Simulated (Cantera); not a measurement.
Cantera run:

```python
import numpy as np
import cantera as ct

gas_names = """
    C CH CH2 CH3 CH2OH CH3O CH4 CH3OH CO CO2 COOH C2 C2H CHCO,ketyl C2H2,acetylene C2H2,vinylidene
    CH2CO,ketene C2H3,vinyl CH3CO,acetyl C2H4 C2H4O,ethylen CH3CHO,ethanal CH3COOH (HCOOH)2 C2H5 C2H6
    CH3OCH3 C2H5OH C2O C3 C3H3,propargyl C3H4,allene C3H4,propyne C3H4,cyclo- C3H5,allyl C3H6,propylene
    C3H6,cyclo- C3H6O C3H7,n-propyl C3H7,i-propyl C3H8 C3H8O,1propanol C3H8O,2propanol C3O2 C4 C4H2
    C4H4,1,3-cyclo- C4H6,butadiene C4H6,2-butyne C4H6,cyclo- C4H8,1-butene C4H8,cis2-buten
    C4H8,tr2-butene C4H8,isobutene C4H8,cyclo- (CH3COOH)2 C4H9,n-butyl C4H9,i-butyl C4H9,s-butyl
    C4H9,t-butyl C4H10,isobutane C4H10,n-butane C5 C5H6,1,3cyclo- C5H8,cyclo- C5H10,1-pentene
    C5H10,cyclo- C5H11,pentyl C5H11,t-pentyl C5H12,n-pentane C5H12,i-pentane CH3C(CH3)2CH3 C6H2
    C6H5,phenyl C6H5O,phenoxy C6H6 C6H5OH,phenol C6H10,cyclo- C6H12,1-hexene C6H12,cyclo- C6H13,n-hexyl
    C7H7,benzyl C7H8 C7H8O,cresol C7H14,1-heptene C7H15,n-heptyl C7H16,n-heptane C8H8,styrene
    C8H10,ethylbenz C8H16,1-octene C8H17,n-octyl C8H18,isooctane C8H18,n-octane C9H19,n-nonyl
    C10H8,naphthale C10H21,n-decyl C12H9,o-bipheny C12H10,bipheny H HCO HO2 H2 HCHO,formaldehy HCOOH H2O
    H2O2 O OH O2 O3
""".split()
cond_names = """
    C(gr) C6H6(L) C7H8(L) C8H18(L),n-octa H2O(s) H2O(L)
""".split()


def load(file, names, dense=False):
    # The tables refer to 1 bar. Condensed volumes are neglected.
    table = {s.name: s for s in ct.Species.list_from_file(file)}
    out = []
    for n in names:
        d = dict(table[n].input_data)
        d["thermo"] = dict(d["thermo"], **{"reference-pressure": 1e5})
        if dense:
            d["equation-of-state"] = {"model": "constant-volume", "density": "1e6 g/cm^3"}
        out.append(ct.Species.from_dict(d))
    return out


gas = ct.Solution(thermo="ideal-gas", species=load("nasa_gas.yaml", gas_names))
cond = {s.name: ct.Solution(thermo="fixed-stoichiometry", species=[s], name=s.name)
        for s in load("nasa_condensed.yaml", cond_names, dense=True)}
atoms = {
    'CO': {'C': 1, 'O': 1},
    'CO2': {'C': 1, 'O': 2},
    'H2': {'H': 2},
}
top_T = {'C(gr)': 4500}  # K; cautious upper limits of use, not melting points


def equilibrate(T, P, feed):
    n = {}
    for name, mol in feed.items():
        for a, k in atoms[name].items():
            n[a] = n.get(a, 0.0) + k * mol
    gas.TPX = T, P, n
    mass = sum(n.values()) * gas.mean_molecular_weight
    gas.equilibrate("TP")
    valid = [c for c in cond.values() if c.min_temp <= T <= top_T.get(c.name, c.max_temp)]
    mix = ct.Mixture([(gas, mass / gas.mean_molecular_weight)] + [(c, 0.0) for c in valid])
    mix.T, mix.P = T, P
    mix.equilibrate("TP", solver="vcs", rtol=1e-11, max_steps=5000)
    return mix


results = []
feed = {'CO': 1, 'CO2': 1.1, 'H2': 5.9}  # mol
P = 38  # Pa
for T in [1198, 1348, 1498, 1648, 1798, 1948, 2098, 2248, 2398, 2548, 2698, 2848]:
    mix = equilibrate(T, P, feed)
    results.append((T, P, feed, dict(zip(mix.species_names, mix.species_moles))))

top = {s: max(r[3][s] / sum(r[3][g] for g in gas_names) for r in results) for s in gas_names}
cols = sorted((s for s in top if top[s] > 0.001), key=lambda s: -top[s])[:5]
seen = [c for c in cond_names if any(r[3].get(c, 0) > 1e-12 for r in results)]
print("log10 of partial pressures in bar; condensed amounts in mol")
print(f"{'T/K':>10s}" + "".join(f"{s[:9]:>10s}" for s in cols + seen))
for T, P, feed, n in results:
    ng = sum(n[g] for g in gas_names)
    print(f"{T:10.4g}" + "".join(f"{np.log10(max(n[s] / ng * P / 1e5, 1e-99)):10.3f}" for s in cols)
          + "".join(f"{n.get(c, 0):10.4g}" for c in seen))
```

Output:

```
log10 of partial pressures in bar; condensed amounts in mol
       T/K         H        H2        CO       H2O         O
      1198    -8.532    -3.621    -4.053    -4.386   -16.298
      1348    -7.449    -3.626    -4.040    -4.360   -13.828
      1498    -6.580    -3.629    -4.033    -4.344   -11.853
      1648    -5.867    -3.633    -4.028    -4.334   -10.238
      1798    -5.274    -3.641    -4.027    -4.330    -8.889
      1948    -4.777    -3.659    -4.031    -4.335    -7.743
      2098    -4.364    -3.704    -4.047    -4.359    -6.751
      2248    -4.033    -3.799    -4.080    -4.431    -5.885
      2398    -3.790    -3.976    -4.136    -4.641    -5.182
      2548    -3.639    -4.259    -4.202    -5.158    -4.764
      2698    -3.568    -4.638    -4.245    -5.966    -4.613
      2848    -3.541    -5.051    -4.263    -6.857    -4.573
```

Method: chemical equilibrium by Gibbs-energy minimisation in Cantera with the NASA 1993 tables (ideal gas, pure condensed phases).
